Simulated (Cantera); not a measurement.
# Equilibrium for silicon etching in halogen gases: Si + HBr + N₂

Feed: 1 mol Si, 5.5 mol HBr, 32 mol N₂, at 9.50 mbar.

Method: chemical equilibrium by Gibbs-energy minimisation in Cantera with the NASA 1993 tables (ideal gas, pure condensed phases). Candidate condensed phases: Br₂, Si, Si₃N₄; 28 gas species. N₂ is the only nitrogen source here; it is nearly inert below about 1500 K, so the nitride shown seldom forms there in practice. The tables' values for SiBr₃ are old estimates; treat these amounts as uncertain. Equilibrium is a limit: real reactors are often held back by kinetics, nucleation or transport.

| T (°C) | log p N₂ | log p HBr | log p H₂ | log p SiBr₄ | log p Br | log p SiBr₂ | log p SiBr₃ | log p SiHBr₃ | n Si₃N₄(s) |
|---|---|---|---|---|---|---|---|---|---|
| 477 | -2.09 | -2.95 | -3.84 | -4.14 | -9.08 | -12.53 | -10.09 | -8.65 | 0.241 |
| 552 | -2.09 | -2.94 | -3.86 | -4.16 | -8.11 | -10.79 | -9.02 | -8.24 | 0.244 |
| 627 | -2.09 | -2.94 | -3.87 | -4.17 | -7.30 | -9.34 | -8.14 | -7.90 | 0.247 |
| 702 | -2.09 | -2.94 | -3.88 | -4.19 | -6.61 | -8.11 | -7.39 | -7.62 | 0.249 |
| 777 | -2.09 | -2.93 | -3.89 | -4.20 | -6.02 | -7.07 | -6.75 | -7.37 | 0.251 |
| 852 | -2.09 | -2.93 | -3.90 | -4.21 | -5.52 | -6.17 | -6.20 | -7.16 | 0.252 |
| 927 | -2.09 | -2.93 | -3.90 | -4.24 | -5.07 | -5.39 | -5.73 | -6.99 | 0.251 |
| 1002 | -2.09 | -2.94 | -3.88 | -4.31 | -4.70 | -4.73 | -5.36 | -6.86 | 0.241 |
log p: log10 of the partial pressure in bar; n: condensed amount in mol.

From 477 °C to 1002 °C the condensed part is Si₃N₄(s). The main Si-bearing gas is SiBr₄ throughout.
